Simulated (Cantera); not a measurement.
A closed system holds: 1 mol CuO, 2.9 mol CH4, 1.1 mol CO, held at 750 Torr.

Method: chemical equilibrium by Gibbs-energy minimisation in Cantera with the NASA 1993 tables (ideal gas, pure condensed phases). Candidate condensed phases: C, C6H6, C7H8, C8H18, Cu, CuO, Cu(OH)2, Cu2O, H2O; 113 gas species. Kinetics and transport are ignored.

Q: At 1923 K, list the 5 most abundant gas species with their mole fractions, and the condensed phases.

A: H2 0.731, CO 0.265, Cu 0.00204, H 0.000806, C2H2 (acetylene) 0.000330. Condensed: C(graphite) + Cu(l).
